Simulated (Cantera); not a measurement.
Charge: 1 mol CH3F, 0.19 mol CH4, at 0.000120 bar.

Method: chemical equilibrium by Gibbs-energy minimisation in Cantera with the NASA 1993 tables (ideal gas, pure condensed phases). Candidate condensed phases: C, C6H6, C7H8, C8H18; 95 gas species. Equilibrium is a limit: real reactors are often held back by kinetics, nucleation or transport.

Q: Which condensed phases are stable at each of these points (T (°C)): 1677, 1777, 1877, 1977, 2077, 2177, 2277, 2377, 2477, 2577, 2677, 2777, 2877?

A: 
```csv
T (°C),condensed phases,C condensed (%)
1677,C(graphite),99.9
1777,C(graphite),99.8
1877,C(graphite),99.6
1977,C(graphite),99.4
2077,C(graphite),99.0
2177,C(graphite),97.3
2277,C(graphite),89.5
2377,C(graphite),55.5
2477,gas only,0.0
2577,gas only,0.0
2677,gas only,0.0
2777,gas only,0.0
2877,gas only,0.0
```

From 1677 °C to 2377 °C the condensed part is C(graphite). From 2477 °C to 2877 °C nothing is condensed.
